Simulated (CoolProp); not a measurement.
Vapour-liquid equilibrium of CH2F2 (R32) (1) + R1234ze(E) (2) at 276.8 K; x and y are mole fractions of (1).

Computed with CoolProp (multi-fluid Helmholtz-energy mixture model, Tillner-Roth 1997 and Thol 2016; pair parameters Bell 2023).

```tsv
x	bubble pressure (kPa)	y at the bubble point	dew pressure at overall composition x (kPa)	liquid density (mol/L)
0.05	286.7	0.169	257.7	11.03
0.2	401.2	0.480	295.1	11.86
0.35	506.8	0.649	344.4	12.83
0.5	603.4	0.759	411.8	13.97
0.65	694.6	0.842	507.8	15.36
0.8	785.3	0.913	646.7	17.06
0.95	879.8	0.979	837.0	19.20
```

No azeotrope shows between x = 0.05 and 0.95.

The pair parameters rest on a limited set of measurements; away from them the model extrapolates.
